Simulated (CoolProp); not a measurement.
A single-stage vapour-compression cycle with the fluid: evaporating at 286.15 K (dew point), condensing at 309.15 K (bubble point), superheat 5 K, subcooling 5 K, compressor efficiency 0.8, no pressure losses. The same conditions are run with several fluids, on thermodynamics alone (safety and materials aside).

The numbers come from the reference Helmholtz-energy equation of state of each fluid (chlorine: Thol 2021; n-perfluoropentane: Gao 2022; R1132(E): Akasaka 2024; R1336mzz(Z): McLinden 2020; R245ca: Zhou 2016; R365MFC: Lemmon 2016) in CoolProp.

```csv
fluid,cooling COP,pressure ratio,discharge temperature (K),refrigerating effect (kJ/kg),volumetric capacity (kJ/m³)
chlorine,9.12,1.87,350.1,242,4250
n-perfluoropentane,9.13,2.41,309.1,80.5,530
R1132(E),8.64,1.82,326.4,206,7890
R1336mzz(Z),9.44,2.48,312.6,156,488
R245ca,9.47,2.45,315.4,191,667
R365MFC,9.46,2.55,311.8,181,385
```

The compression ends wet for: n-perfluoropentane.
